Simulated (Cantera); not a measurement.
A Cantera script and what it prints.

```python
import numpy as np
import cantera as ct

gas_names = [...]  # 151 gases of nasa_gas.yaml made of C, H, N, O, Si
cond_names = """
    C(gr) C6H6(L) C7H8(L) C8H18(L),n-octa H2O(s) H2O(L) Si(cr) Si(L) SiC(b) SiO2(Lqz) SiO2(hqz) SiO2(L)
    Si2N2O(s) Si3N4(a)
""".split()


# ... load() reads the species with a 1 bar reference pressure and builds the phases ...
atoms = {
    'SiC': {'Si': 1, 'C': 1},
    'H2O': {'H': 2, 'O': 1},
    'N2': {'N': 2},
}
top_T = {'C(gr)': 4500, 'SiC(b)': 3050, 'Si2N2O(s)': 2100, 'Si3N4(a)': 2400}  # K; cautious upper limits of use, not melting points


# ... equilibrate(T, P, feed) seeds the gas with the atoms and calls Mixture.equilibrate('TP', solver="vcs", rtol=1e-11, max_steps=5000) ...
results = []
feed = {'SiC': 1, 'H2O': 0.026, 'N2': 6.2}  # mol
T = 998  # K
P = 0.5  # Pa
mix = equilibrate(T, P, feed)
results.append((T, P, feed, dict(zip(mix.species_names, mix.species_moles))))
print(gas.report(threshold=1e-06))
for i in range(1, mix.n_phases):
    print(f"{mix.phase(i).name:16s} {mix.phase_moles(i):12.5e} mol")
```

Output:

```
       temperature   998 K
          pressure   0.5 Pa
           density   1.6807e-06 kg/m^3
  mean mol. weight   27.893 kg/kmol
   phase of matter   gas

                          1 kg             1 kmol
                     ---------------   ---------------
          enthalpy        7.6707e+05        2.1396e+07  J
   internal energy        4.6958e+05        1.3098e+07  J
           entropy             11815        3.2955e+05  J/K
    Gibbs function       -1.1024e+07        -3.075e+08  J
 heat capacity c_p              1171             32662  J/K
 heat capacity c_v             872.9             24348  J/K

                      mass frac. Y      mole frac. X     chem. pot. / RT
                     ---------------   ---------------   ---------------
                H2        0.00033749         0.0046693           -35.073
                N2           0.99966           0.99533           -37.067
     [ +149 minor]        8.5407e-07         9.259e-07

C(gr)             9.99995e-01 mol
Si(cr)            0.00000e+00 mol
SiC(b)            0.00000e+00 mol
SiO2(hqz)         0.00000e+00 mol
Si2N2O(s)         2.59971e-02 mol
Si3N4(a)          3.16002e-01 mol
```

Method: chemical equilibrium by Gibbs-energy minimisation in Cantera with the NASA 1993 tables (ideal gas, pure condensed phases). N2 is the only nitrogen source here; it is nearly inert below about 1500 K, so the nitride shown seldom forms there in practice.
